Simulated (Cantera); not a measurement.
Cantera run:

```python
import numpy as np
import cantera as ct

gas_names = """
    H HO2 H2 H2O H2O2 Hg O OH O2 O3
""".split()
cond_names = """
    H2O(s) H2O(L) Hg(cr) Hg(L) HgO(s)
""".split()


# ... load() reads the species with a 1 bar reference pressure and builds the phases ...
atoms = {
    'Hg': {'Hg': 1},
    'O2': {'O': 2},
    'H2': {'H': 2},
}
top_T = {}  # K; cautious upper limits of use, not melting points


# ... equilibrate(T, P, feed) seeds the gas with the atoms and calls Mixture.equilibrate('TP', solver="vcs", rtol=1e-11, max_steps=5000) ...
results = []
feed = {'Hg': 1, 'O2': 0.012, 'H2': 32}  # mol
T = 625  # K
P = 13332.2  # Pa
mix = equilibrate(T, P, feed)
results.append((T, P, feed, dict(zip(mix.species_names, mix.species_moles))))
x = sorted(zip(gas.X, gas.species_names), reverse=True)
print(f"T = {T:g} K  P = {P:g} Pa  gas = {mix.phase_moles(0):.4g} mol")
print("   x: " + "  ".join(f"{s} {v:.3e}" for v, s in x if v > 1e-05))
print("   condensed (mol): " + ("  ".join(f"{mix.phase(i).name} {mix.phase_moles(i):.4g}"
      for i in range(1, mix.n_phases) if mix.phase_moles(i) > 1e-12) or "none"))
```

It prints:

```
T = 625 K  P = 13332.2 Pa  gas = 33 mol
   x: H2 9.690e-01  Hg 3.030e-02  H2O 7.273e-04
   condensed (mol): none
```

Equilibrium computed with Cantera from the NASA thermochemical tables; the gas is ideal and each condensed phase is pure.
